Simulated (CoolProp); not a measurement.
n-dodecane along the isobar 2.26 bar: density (kg/m³) from the reference equation and from simpler models built on Tc = 658.1 K, pc = 18.18 bar, ω = 0.574; each cubic takes its own stable root.

Computed with CoolProp (reference Helmholtz-energy equation of state, Lemmon 2004). It is a short technical equation, of lower accuracy than the large ones.

```json
[
 {"T (K)": "409.2", "phase": "liquid", "reference": "662.4", "van der Waals": "343.7", "Redlich-Kwong": "505.0", "Soave-Redlich-Kwong": "542.8"},
 {"T (K)": "435.5", "phase": "liquid", "reference": "641.3", "van der Waals": "11.91", "Redlich-Kwong": "487.2", "Soave-Redlich-Kwong": "527.5"},
 {"T (K)": "461.9", "phase": "liquid", "reference": "619.1", "van der Waals": "11.04", "Redlich-Kwong": "467.7", "Soave-Redlich-Kwong": "510.2"},
 {"T (K)": "488.2", "phase": "liquid", "reference": "595.5", "van der Waals": "10.31", "Redlich-Kwong": "10.62", "Soave-Redlich-Kwong": "490.5"},
 {"T (K)": "514.6", "phase": "liquid", "reference": "569.8", "van der Waals": "9.679", "Redlich-Kwong": "9.900", "Soave-Redlich-Kwong": "467.6"},
 {"T (K)": "540.9", "phase": "gas", "reference": "9.659", "van der Waals": "9.128", "Redlich-Kwong": "9.288", "Soave-Redlich-Kwong": "9.441"},
 {"T (K)": "567.3", "phase": "gas", "reference": "9.002", "van der Waals": "8.639", "Redlich-Kwong": "8.757", "Soave-Redlich-Kwong": "8.852"},
 {"T (K)": "593.6", "phase": "gas", "reference": "8.457", "van der Waals": "8.205", "Redlich-Kwong": "8.292", "Soave-Redlich-Kwong": "8.347"},
 {"T (K)": "620", "phase": "gas", "reference": "7.990", "van der Waals": "7.814", "Redlich-Kwong": "7.878", "Soave-Redlich-Kwong": "7.905"}
]
```

At some of these states van der Waals, Redlich-Kwong gives the other phase, because its saturation line lies elsewhere.
